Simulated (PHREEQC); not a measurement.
Dissolve 26 mmol/kgw HNO3, 34 mmol/kgw KNO3 and 2.7 mmol/kgw CuSO4 at 10 °C. Closed to the air; pH follows from the charge balance.

Computed with PHREEQC (ion-association model, phreeqc.dat).

This is a speciation only: nothing precipitates in the calculation.

What pH does the model give?

pH 1.68.

In which forms is S present?

SO4-2 51 %, HSO4- 41 %, CuSO4 4.6 %, KSO4- 3.9 % of the S.

Constants without temperature data keep their 25 °C values here.
